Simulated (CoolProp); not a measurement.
A Linde-Hampson liquefier for nitrogen: isothermal reversible compression at 230 K from 1 atm to 5 MPa, throttling to 1 atm, return gas leaving the recuperator 10 K below the feed. Each further row changes one setting.

Model: reference Helmholtz-energy equation of state, Span 2000, in CoolProp.

```json
[
 {"case": "as stated", "liquid yield per pass": "0.022", "compression work (kJ/kg of gas)": "262"},
 {"case": "high pressure 10 MPa", "liquid yield per pass": "0.071", "compression work (kJ/kg of gas)": "307"},
 {"case": "warm-end temperature 260 K", "liquid yield per pass": "0.010", "compression work (kJ/kg of gas)": "299"},
 {"case": "warm-end gap 15 K", "liquid yield per pass": "0.008", "compression work (kJ/kg of gas)": "262"}
]
```
